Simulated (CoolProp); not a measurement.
Vapour-liquid equilibrium of nitrogen (1) + carbon monoxide (2) at 0.546 MPa; x and y are mole fractions of (1).

Model: multi-fluid Helmholtz-energy mixture model, Span 2000 and Lemmon 2006; pair parameters Gernert 2013, in CoolProp.

Question: Give the bubble temperature and the first vapour's composition at x = 0.15, 0.65, 0.75. Is there an azeotrope?

Answer: x = 0.15: 99.1 K, y = 0.200; x = 0.65: 96.4 K, y = 0.715; x = 0.75: 96.0 K, y = 0.799. No azeotrope shows between x = 0.05 and 0.95.

Pair parameters are fitted to limited data, so mixtures are less certain than the pure fluids.
